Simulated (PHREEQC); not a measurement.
## Alkaline etch or developer: an equilibrium model

Solution (25 °C): 0.38 mol NaOH per kg of water. It is in equilibrium with CO2 at log p = -3.4 (atm). Otherwise closed; pH follows from the charge balance.

Equilibrium calculation in PHREEQC: ion-association model, phreeqc.dat.

No solid was allowed to form.

**Question.** What pH, ionic strength, specific conductance does the model give?

**Answer.** pH 9.89; ionic strength 0.351 mol/kgw; specific conductance 19400 µS/cm.

**Question.** In which forms is Na present?

**Answer.** Na+ 75 %, NaCO3- 23 %, NaHCO3 1.3 % of the Na.
